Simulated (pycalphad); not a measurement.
CALPHAD calculation (pycalphad, COST 507 light-alloy database (1999)), 1 atm. These are 1990s assessments: newer ones move some temperatures and phases. Phase fractions are per mole of atoms.

Problem. Give the equilibrium state of Mg-5.781Al-4.488Si (wt.%) at 477 °C.

Solution. hcp, fraction 0.882, with 6.6 Al, <0.01 Si wt.%; MG2SI, fraction 0.118, with no Al, 36.6 Si wt.%.

Problem. Give the equilibrium state of Mg-5.781Al-4.488Si (wt.%) at 527 °C.

Solution. hcp, fraction 0.867, with 6.3 Al, <0.01 Si wt.%; MG2SI, fraction 0.118, with no Al, 36.6 Si wt.%; liquid, fraction 0.015, with 21.0 Al, 0.55 Si wt.%.

Database names, with the compositions (at.%) that they take in these runs: MG2SI: Mg 67 Si 33. An entry "none" or "no" means that the model of the phase leaves that element out.
